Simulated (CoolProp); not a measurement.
Properties of CF4 (R14) along the isobar 2.6 MPa (Tc = -45.8 °C, pc = 3.762 MPa, ω = 0.178).

Computed with CoolProp (reference Helmholtz-energy equation of state, Platzer 1990). This equation is an older, rougher fit.

```csv
T (°C),phase,density (kg/m³),cp (kJ/(kg K)),speed of sound (m/s),expansivity (1/kK),Prandtl number
-47.45,gas,175.5,0.9851,128.2,14.61,1.19
-29.75,gas,144.0,0.8093,142.4,8.896,0.979
-11.95,gas,125.6,0.7665,153.0,6.756,0.901
5.85,gas,112.6,0.7586,162.0,5.584,0.861
23.55,gas,102.8,0.7644,169.8,4.828,0.836
41.35,gas,94.78,0.7763,176.9,4.284,0.820
59.05,gas,88.19,0.7911,183.4,3.872,0.808
76.85,gas,82.57,0.8071,189.6,3.543,0.800
94.65,gas,77.71,0.8233,195.5,3.274,0.792
112.35,gas,73.49,0.8390,201.0,3.050,0.786
130.15,gas,69.72,0.8543,206.3,2.858,0.781
147.85,gas,66.38,0.8686,211.4,2.693,0.776
165.65,gas,63.36,0.8822,216.3,2.547,0.772
183.45,gas,60.62,0.8950,221.1,2.417,0.768
201.15,gas,58.15,0.9071,225.7,2.303,0.764
```

Viscosity comes from a separate model (Huber 2003), an estimate that may be off by 10 % or more. Thermal conductivity comes from a separate model (Huber 2003), an estimate that may be off by 10 % or more.
